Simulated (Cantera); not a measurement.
A Cantera script and its output.

```python
import numpy as np
import cantera as ct

gas = ct.Solution("gri30.yaml")
gas.TPX = 1850, 190000, {'C2H6': 1, 'N2': 51}
reactor = ct.IdealGasConstPressureReactor(gas, energy="off", clone=False)
net = ct.ReactorNet([reactor])
net.rtol, net.atol = 1e-08, 1e-18
show = ['C2H6', 'H', 'CH2', 'C2H', 'H2', 'HCN', 'CH4']
times = np.geomspace(1e-06, 100, 10)

steps = ct.SolutionArray(gas, extra=["t"])
rows = []
print(f"{'t/s':>10s}{'T/K':>9s}{'P/Pa':>11s}" + "".join(f"{s:>11s}" for s in show))
for t in times:
    while net.time < t:
        t_next = net.step()
        steps.append(gas.state, t=t_next)
    rows.append([np.interp(t, steps.t, y) for y in (steps.T, steps.P, *steps(*show).X.T)])
    print(f"{t:10.3e}{rows[-1][0]:9.1f}{rows[-1][1]:11.4g}" + "".join(f"{x:11.3e}" for x in rows[-1][2:]))
rate = np.gradient(steps.T, steps.t)
print("integrator steps:", len(steps.t))
if steps.T.max() > steps.T[0] + 200:
    print(f"time of steepest temperature rise: {steps.t[rate.argmax()]:.4e} s")
gas.TPX = 1850, 190000, {'C2H6': 1, 'N2': 51}
gas.equilibrate("TP")
print(f"equilibrium (TP): T = {gas.T:.1f} K  " + "  ".join(f"{s} {gas[s].X[0]:.3e}" for s in show))
```

Output:

```
       t/s      T/K       P/Pa       C2H6          H        CH2        C2H         H2        HCN        CH4
 1.000e-06   1850.0    1.9e+05  1.774e-02  3.933e-05  2.575e-06  1.364e-12  7.313e-05  8.016e-10  5.568e-05
 7.743e-06   1850.0    1.9e+05  6.699e-03  4.506e-04  3.697e-05  5.768e-07  7.952e-03  5.037e-06  2.154e-03
 5.995e-05   1850.0    1.9e+05  5.809e-05  1.685e-04  3.543e-06  8.793e-07  2.533e-02  1.496e-05  5.198e-03
 4.642e-04   1850.0    1.9e+05  5.172e-06  6.271e-05  4.355e-07  3.623e-07  2.961e-02  1.562e-05  4.796e-03
 3.594e-03   1850.0    1.9e+05  1.883e-06  6.715e-05  2.700e-07  3.768e-07  3.253e-02  1.697e-05  2.945e-03
 2.783e-02   1850.0    1.9e+05  1.147e-07  7.357e-05  7.015e-08  3.992e-07  3.588e-02  2.078e-05  7.265e-04
 2.154e-01   1850.0    1.9e+05  3.449e-09  7.543e-05  1.178e-08  4.059e-07  3.679e-02  2.597e-05  1.198e-04
 1.668e+00   1850.0    1.9e+05  1.457e-09  7.557e-05  7.090e-09  4.062e-07  3.686e-02  4.040e-05  7.192e-05
 1.292e+01   1850.0    1.9e+05  1.444e-09  7.556e-05  7.053e-09  4.048e-07  3.685e-02  1.697e-04  7.154e-05
 1.000e+02   1850.0    1.9e+05  1.426e-09  7.557e-05  7.021e-09  3.956e-07  3.686e-02  1.005e-03  7.121e-05
integrator steps: 1520
equilibrium (TP): T = 1850.0 K  C2H6 2.199e-10  H 7.567e-05  CH2 2.766e-09  C2H 5.900e-08  H2 3.695e-02  HCN 3.164e-02  CH4 2.811e-05
```

Detailed kinetics in Cantera: GRI-Mech 3.0 (53 species, 325 reactions). GRI-Mech 3.0 stops at C3 and has no aromatics, soot or wall deposition, so with more carbon than oxygen in the feed, carbon stays in small species such as C2H2 where larger ones or solid carbon would form.
